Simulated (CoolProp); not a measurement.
Model: reference Helmholtz-energy equation of state, Smukala 2000, in CoolProp.

Q: For ethylene, give the phase and the Joule-Thomson coefficient (K/MPa) at 26.35 °C and 0.239 bar.

A: 
- 26.35 °C and 0.239 bar: gas; Joule-Thomson coefficient 10.0
